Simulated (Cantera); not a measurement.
An isothermal, constant-pressure homogeneous reactor starts with 12.0 % NH3, 88.0 % N2, at 2075 K and 0.0133 bar.

Model: the gas-phase N/H chemistry of the illustrative SiF4/NH3 mechanism in the Surface Chemkin manual (1991), integrated in Cantera. Walls and surfaces, which speed up NH3 decomposition in real reactors, are not modelled.

Task: Predict: x(NH3) at 1.00 s; x(N) at 1.00 s; x(H) at 1.00 s; x(NH2) at 1.00 s; x(N2) at 1.00 s; x(N2H2) at 1.00 s.

Result: 
| Property | Value |
|---|---|
| x(NH3) at 1.00 s | 0.0224 (gas-phase equilibrium 1.33e-8) |
| x(N) at 1.00 s | 3.09e-6 (gas-phase equilibrium 2.02e-8) |
| x(H) at 1.00 s | 0.000370 (gas-phase equilibrium 0.00917) |
| x(NH2) at 1.00 s | 0.000187 (gas-phase equilibrium 2.34e-9) |
| x(N2) at 1.00 s | 0.846 (gas-phase equilibrium 0.835) |
| x(N2H2) at 1.00 s | 2.73e-7 (gas-phase equilibrium <1e-12) |
